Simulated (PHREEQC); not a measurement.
A solution holds 0.0066 mol KHCO3 and 0.00027 mol NaOH per kg of water, at 25 °C. Closed to the air; pH follows from the charge balance.

Model: ion-association model, wateq4f.dat, run in PHREEQC.

This is a speciation only: nothing precipitates in the calculation.

Problem. Estimate the pH.

Solution. pH 8.86.

Problem. In which forms is C present?

Solution. HCO3- 95 %, CO3-2 4.2 % of the C.

Species that the database lacks are ignored.
